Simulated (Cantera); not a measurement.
Mixture: 11.8 % CO, 1.18 % H₂, 0.649 % CH₄, 18.2 % O₂, 68.2 % N₂, equivalence ratio 0.43, at 760 Torr, adiabatic and at constant volume. Ignition delay is the time to a rise of 400 K.

Model: GRI-Mech 3.0 (53 species, 325 reactions), integrated in Cantera. Where the delays flatten at high temperature, the 400 K rule measures the pace of heat release, not the induction time.

Task: Predict: delay at 1025 K; delay at 1075 K; delay at 1125 K; delay at 1175 K; delay at 1225 K; delay at 1275 K.

Result: 
- delay at 1025 K = 1.19 ms
- delay at 1075 K = 0.552 ms
- delay at 1125 K = 0.335 ms
- delay at 1175 K = 0.236 ms
- delay at 1225 K = 0.182 ms
- delay at 1275 K = 0.149 ms
